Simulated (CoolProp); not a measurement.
Vapour-liquid equilibrium of R125 (1) + fluoroethane (R161) (2) at 1.81 bar; x and y are mole fractions of (1).

Values from CoolProp's multi-fluid Helmholtz-energy mixture model, Lemmon 2005 and Wu 2012; pair parameters Bell 2016.

| x | bubble temperature, mixture model (°C) | bubble temperature, Raoult's law (°C) | y, mixture model | y, Raoult's law |
|---|---|---|---|---|
| 0.05 | -24.6 | -24.8 | 0.070 | 0.077 |
| 0.15 | -25.9 | -26.2 | 0.214 | 0.220 |
| 0.25 | -27.4 | -27.5 | 0.352 | 0.348 |
| 0.35 | -28.9 | -28.8 | 0.477 | 0.464 |
| 0.45 | -30.4 | -29.9 | 0.585 | 0.568 |
| 0.55 | -31.7 | -31.1 | 0.676 | 0.664 |
| 0.65 | -32.8 | -32.1 | 0.755 | 0.750 |
| 0.75 | -33.8 | -33.1 | 0.825 | 0.829 |
| 0.85 | -34.6 | -34.1 | 0.891 | 0.902 |
| 0.95 | -35.2 | -35.0 | 0.961 | 0.969 |

The largest gap from Raoult's law is -0.7 K in bubble temperature, at x = 0.65. No azeotrope shows between x = 0.05 and 0.95.

The pair parameters rest on a limited set of measurements; away from them the model extrapolates. The gap from Raoult's law changes sign with composition, which may be real or a fault of the pair parameters; it wasn't checked against measurements.
